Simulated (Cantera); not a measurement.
An isothermal, constant-pressure homogeneous reactor starts with H₂ : O₂ = 0.28 : 1 (molar parts), at 948 K and 1330 Pa.

Computed with Cantera and the H2/O2 subset of GRI-Mech 3.0, which has no nitrogen chemistry. Radical loss at walls, strong at low pressure, is not modelled. Below about 950 K walls govern HO2 and H2O2 in real vessels. The temperature is held fixed by assumption; the heat of reaction is taken as removed at once.

x: mole fraction; the columns are a selection and need not sum to one.

| t (s) | x H₂ | x O₂ | x HO₂ | x H₂O | x H | x OH |
|---|---|---|---|---|---|---|
| 3.00e-6 | 0.219 | 0.781 | 1.11e-12 | <1e-12 | 1.10e-12 | <1e-12 |
| 1.14e-5 | 0.219 | 0.781 | 4.20e-12 | <1e-12 | 4.12e-12 | <1e-12 |
| 4.31e-5 | 0.219 | 0.781 | 1.60e-11 | <1e-12 | 1.52e-11 | <1e-12 |
| 0.000163 | 0.219 | 0.781 | 6.09e-11 | 1.82e-11 | 6.27e-11 | 6.96e-12 |
| 0.000619 | 0.219 | 0.781 | 2.43e-10 | 7.22e-10 | 6.65e-10 | 9.55e-11 |
| 0.00235 | 0.219 | 0.781 | … | 1.23e-6 | 8.45e-7 | 1.25e-7 |
| 0.00890 | 0.0112 | 0.724 | … | 0.200 | 0.0409 | 0.00400 |
| 0.0337 | 0.000518 | 0.754 | … | 0.245 | 0.000151 | 0.000447 |
| 0.128 | 3.63e-5 | 0.754 | … | 0.246 | 1.92e-6 | 9.99e-5 |
| 0.484 | 2.37e-6 | 0.754 | … | 0.246 | 6.00e-8 | 3.24e-5 |
| 1.84 | 1.61e-7 | 0.754 | … | 0.246 | 3.30e-9 | 1.25e-5 |
| 6.96 | 2.25e-8 | 0.754 | … | 0.246 | 2.88e-10 | 5.53e-6 |
| 26.4 | 4.61e-9 | 0.754 | … | 0.246 | 3.12e-11 | 2.63e-6 |
| 100 | 1.07e-9 | 0.754 | 5.12e-10 | 0.246 | 3.72e-12 | 1.30e-6 |

Task: Complete the blanks.

Result: 
- 0.00235, x HO₂: 2.38e-8
- 0.00890, x HO₂: 1.97e-5
- 0.0337, x HO₂: 1.00e-5
- 0.128, x HO₂: 1.62e-6
- 0.484, x HO₂: 2.09e-7
- 1.84, x HO₂: 3.29e-8
- 6.96, x HO₂: 6.86e-9
- 26.4, x HO₂: 1.68e-9
